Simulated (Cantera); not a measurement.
**Thermodynamics of abatement and gas-phase synthesis, feed N2O + O2 + SO2**

Input: 1 mol N2O, 1.4 mol O2, 0.023 mol SO2, held at 13.3 mbar.

Cantera equilibrium calculation (NASA polynomials, part measured and part estimated; ideal gas, pure solids and liquids). Candidate condensed phases: S; 17 gas species. Kinetics and transport are ignored.

From 2898 K to 3223 K nothing is condensed.

| T (K) | x O | x O2 | x N2 | x NO |
|---|---|---|---|---|
| 2898 | 0.385 | 0.318 | 0.261 | 0.0297 |
| 2923 | 0.409 | 0.299 | 0.257 | 0.0295 |
| 2948 | 0.432 | 0.279 | 0.253 | 0.0293 |
| 2973 | 0.456 | 0.260 | 0.249 | 0.0289 |
| 2998 | 0.479 | 0.242 | 0.245 | 0.0285 |
| 3023 | 0.501 | 0.223 | 0.242 | 0.0280 |
| 3048 | 0.523 | 0.206 | 0.238 | 0.0275 |
| 3073 | 0.544 | 0.189 | 0.235 | 0.0269 |
| 3098 | 0.564 | 0.172 | 0.232 | 0.0263 |
| 3123 | 0.583 | 0.157 | 0.229 | 0.0257 |
| 3148 | 0.601 | 0.143 | 0.226 | 0.0250 |
| 3173 | 0.618 | 0.129 | 0.223 | 0.0243 |
| 3198 | 0.633 | 0.117 | 0.221 | 0.0236 |
| 3223 | 0.648 | 0.105 | 0.219 | 0.0229 |
x: gas mole fraction; nothing condenses.
